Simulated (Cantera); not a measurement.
A closed system holds: 1 mol Si₃N₄, 0.72 mol NF₃, held at 877 °C and 2.20 Pa.

These are equilibrium values from Cantera (NASA tables, ideal gas, pure condensed phases), not measurements of a reactor. Candidate condensed phases: Si, Si₃N₄; 16 gas species. The tables' values for SiF₃, SiF₂ are old estimates; treat these amounts as uncertain. Rates play no part.

**Question.** What is the equilibrium state?

**Answer.** 
```json
{
  "x(N₂)": "0.571",
  "x(SiF₄)": "0.420",
  "x(SiF₃)": "0.00923",
  "x(SiF₂)": "0.000257",
  "n(Si₃N₄(s))": "0.819 mol",
  "gas_amount": "1.265 mol",
  "log10 activity of Si(s) (absent)": "-2.23"
}
```
